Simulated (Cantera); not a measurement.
An isothermal, constant-pressure homogeneous reactor starts with NO : N2 = 1 : 0.28 (molar parts), at 1500 K and 825 Torr. Integrator tolerance rtol = 1e-08.

Model: GRI-Mech 3.0 (53 species, 325 reactions), integrated in Cantera.

```csv
quantity,before,after
x(NO) at 20.0 s,0.592 (gas-phase equilibrium 0.00147),0.689 (gas-phase equilibrium 0.00151)
x(N2) at 20.0 s,0.313 (gas-phase equilibrium 0.609),0.175 (gas-phase equilibrium 0.520)
x(N2O) at 20.0 s,0.000117 (gas-phase equilibrium 8.32e-8),0.000158 (gas-phase equilibrium 7.88e-8)
x(O) at 20.0 s,1.22e-6 (gas-phase equilibrium 2.43e-6),1.45e-6 (gas-phase equilibrium 2.69e-6)
x(O2) at 20.0 s,0.0928 (gas-phase equilibrium 0.390),0.133 (gas-phase equilibrium 0.479)
```

Problem. Which change was made?
A) NO 1 to 0.37 parts
B) temperature 1500 to 1475 K
C) temperature 1500 to 2125 K
D) NO 1 to 6.6 parts

Solution. D, NO 1 to 6.6 parts
